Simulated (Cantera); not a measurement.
Charge: 1 mol B₂O₃, 1.5 mol F₂, 5.9 mol N₂, held at 1427 °C.

Equilibrium computed with Cantera from the NASA thermochemical tables; the gas is ideal and each condensed phase is pure. Candidate condensed phases: B, BN, B₂O₃; 31 gas species. Rates play no part.

Task: At 18.0 Pa, list the 5 most abundant gas species with their mole fractions, and the condensed phases.

Result: N₂ 0.681, BOF 0.174, O₂ 0.0851, BF₃ 0.0574, NO 0.00172. Condensed: gas only.
